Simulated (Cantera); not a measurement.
Input: 1 mol Fe(CO)₅, 0.18 mol H₂, 3.5 mol CO, at 0.0133 bar.

Cantera equilibrium calculation (NASA polynomials, part measured and part estimated; ideal gas, pure solids and liquids). Candidate condensed phases: C, C₆H₆, C₇H₈, C₈H₁₈, Fe, Fe(CO)₅, FeO, Fe(OH)₂, Fe(OH)₃, Fe₂O₃, Fe₃O₄, H₂O; 114 gas species. Condensed phases not in the tables: cementite and carbon dissolved in iron. Equilibrium is a limit: real reactors are often held back by kinetics, nucleation or transport.

log p: log10 of the partial pressure in bar; n: condensed amount in mol.

| T (K) | log p CO | log p CO₂ | log p H₂ | log p H₂O | n C(graphite) | n Fe(α) |
|---|---|---|---|---|---|---|
| 848 | -1.98 | -2.60 | -3.52 | -4.63 | 1.39 | 1.00 |
| 873 | -1.94 | -2.82 | -3.53 | -4.84 | 0.888 | 1.00 |
| 898 | -1.91 | -3.06 | -3.54 | -5.06 | 0.537 | 1.00 |
| 923 | -1.90 | ___ | -3.55 | ___ | ___ | 1.00 |
| 948 | -1.89 | -3.54 | -3.55 | -5.46 | 0.184 | 1.00 |
| 973 | -1.89 | ___ | -3.56 | ___ | ___ | 1.00 |
| 998 | -1.89 | -4.00 | -3.56 | -5.83 | 0.0650 | 1.00 |
| 1023 | -1.89 | -4.22 | -3.56 | -6.01 | 0.0398 | 1.00 |

Question: Complete the blanks.

Answer: 
- 973, log p CO₂: -3.78
- 973, log p H₂O: -5.65
- 973, n C(graphite): 0.108
- 923, log p CO₂: -3.30
- 923, log p H₂O: -5.26
- 923, n C(graphite): 0.315
